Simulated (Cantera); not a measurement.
What does this Cantera script print?

```python
import numpy as np
import cantera as ct

gas = ct.Solution("gri30.yaml")
gas.TPX = 1775, 101325, {'C2H6': 1, 'H2': 15}
reactor = ct.IdealGasConstPressureReactor(gas, energy="off", clone=False)
net = ct.ReactorNet([reactor])
net.rtol, net.atol = 1e-08, 1e-18
show = ['C2H6', 'H2', 'C2H2', 'C2H4', 'CH4', 'C2H']
times = np.geomspace(1e-06, 9, 12)

steps = ct.SolutionArray(gas, extra=["t"])
rows = []
print(f"{'t/s':>10s}{'T/K':>9s}{'P/Pa':>11s}" + "".join(f"{s:>11s}" for s in show))
for t in times:
    while net.time < t:
        t_next = net.step()
        steps.append(gas.state, t=t_next)
    rows.append([np.interp(t, steps.t, y) for y in (steps.T, steps.P, *steps(*show).X.T)])
    print(f"{t:10.3e}{rows[-1][0]:9.1f}{rows[-1][1]:11.4g}" + "".join(f"{x:11.3e}" for x in rows[-1][2:]))
rate = np.gradient(steps.T, steps.t)
print("integrator steps:", len(steps.t))
if steps.T.max() > steps.T[0] + 200:
    print(f"time of steepest temperature rise: {steps.t[rate.argmax()]:.4e} s")
gas.TPX = 1775, 101325, {'C2H6': 1, 'H2': 15}
gas.equilibrate("TP")
print(f"equilibrium (TP): T = {gas.T:.1f} K  " + "  ".join(f"{s} {gas[s].X[0]:.3e}" for s in show))
```

Result:

```
       t/s      T/K       P/Pa       C2H6         H2       C2H2       C2H4        CH4        C2H
 1.000e-06   1775.0  1.013e+05  5.763e-02  9.346e-01  1.851e-06  1.131e-03  2.491e-03  1.096e-11
 4.287e-06   1775.0  1.013e+05  2.762e-02  9.192e-01  6.297e-04  1.384e-02  2.872e-02  1.138e-08
 1.838e-05   1775.0  1.013e+05  9.122e-04  9.060e-01  8.381e-03  1.820e-02  6.323e-02  9.144e-08
 7.882e-05   1775.0  1.013e+05  4.849e-05  9.074e-01  1.581e-02  1.140e-02  6.453e-02  4.615e-08
 3.379e-04   1775.0  1.013e+05  2.160e-05  9.083e-01  2.300e-02  4.222e-03  6.382e-02  4.992e-08
 1.449e-03   1775.0  1.013e+05  1.913e-05  9.097e-01  2.712e-02  9.244e-04  6.158e-02  6.044e-08
 6.212e-03   1775.0  1.013e+05  1.495e-05  9.140e-01  3.052e-02  9.391e-04  5.395e-02  6.847e-08
 2.663e-02   1775.0  1.013e+05  7.053e-06  9.242e-01  3.860e-02  1.065e-03  3.564e-02  8.811e-08
 1.142e-01   1775.0  1.013e+05  2.333e-06  9.343e-01  4.651e-02  1.226e-03  1.761e-02  1.087e-07
 4.896e-01   1775.0  1.013e+05  1.772e-06  9.363e-01  4.808e-02  1.262e-03  1.403e-02  1.130e-07
 2.099e+00   1775.0  1.013e+05  1.771e-06  9.363e-01  4.808e-02  1.262e-03  1.402e-02  1.130e-07
 9.000e+00   1775.0  1.013e+05  1.771e-06  9.363e-01  4.808e-02  1.262e-03  1.402e-02  1.130e-07
integrator steps: 1175
equilibrium (TP): T = 1775.0 K  C2H6 1.771e-06  H2 9.363e-01  C2H2 4.808e-02  C2H4 1.262e-03  CH4 1.402e-02  C2H 1.130e-07
```

Detailed kinetics in Cantera: GRI-Mech 3.0 (53 species, 325 reactions). GRI-Mech 3.0 stops at C3 and has no aromatics, soot or wall deposition, so with more carbon than oxygen in the feed, carbon stays in small species such as C2H2 where larger ones or solid carbon would form.
